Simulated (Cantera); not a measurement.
Input: 1 mol CH₃F, held at 2350 °C and 0.460 bar.

Cantera equilibrium calculation (NASA polynomials, part measured and part estimated; ideal gas, pure solids and liquids). Candidate condensed phases: C, C₆H₆, C₇H₈, C₈H₁₈; 95 gas species. Kinetics and transport are ignored.

Question: What is the equilibrium state?

Answer: 
```json
{
  "x(HF)": "0.489",
  "x(H₂)": "0.460",
  "x(H)": "0.0421",
  "x(C₂H₂ (acetylene))": "0.00816",
  "x(F)": "0.000127",
  "x(C₂H)": "6.88e-5",
  "x(C₄H₂)": "6.00e-5",
  "x(CH₃)": "1.94e-5",
  "x(CH₄)": "1.21e-5",
  "n(C(graphite))": "0.966 mol",
  "gas_amount": "2.043 mol"
}
```
